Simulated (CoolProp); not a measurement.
Saturation properties of R1233zd(E).

Model: reference Helmholtz-energy equation of state, Akasaka 2022, in CoolProp.

| T (K) | p (MPa) | liquid density (kg/m³) | liquid cp (kJ/(kg K)) | vapour Z |
|---|---|---|---|---|
| 265 | 0.03350 | 1340 | 1.121 | 0.9816 |
| 272.8 | 0.04777 | 1322 | [?] | 0.9761 |
| 280.7 | 0.06683 | 1304 | 1.151 | 0.9694 |
| 288.5 | 0.09114 | 1286 | 1.166 | 0.9617 |
| 296.4 | 0.1224 | 1267 | 1.182 | 0.9526 |
| 304.2 | 0.1609 | 1248 | 1.199 | 0.9423 |
| 312.1 | 0.2090 | [?] | [?] | 0.9304 |
| 319.9 | 0.2666 | 1208 | [?] | 0.9172 |
| 327.8 | 0.3366 | 1188 | 1.255 | 0.9023 |
| 335.6 | 0.4188 | 1166 | 1.276 | 0.8859 |
| 343.5 | 0.5166 | 1144 | 1.298 | 0.8676 |
| 351.3 | 0.6293 | 1121 | 1.323 | 0.8477 |
| 359.1 | 0.7596 | 1097 | 1.350 | 0.8258 |

Question: Complete the blanks.

Answer: 
- 272.8, liquid cp (kJ/(kg K)): 1.135
- 312.1, liquid density (kg/m³): 1228
- 312.1, liquid cp (kJ/(kg K)): 1.217
- 319.9, liquid cp (kJ/(kg K)): 1.235

It boils at 291.3 K under 1 atm.
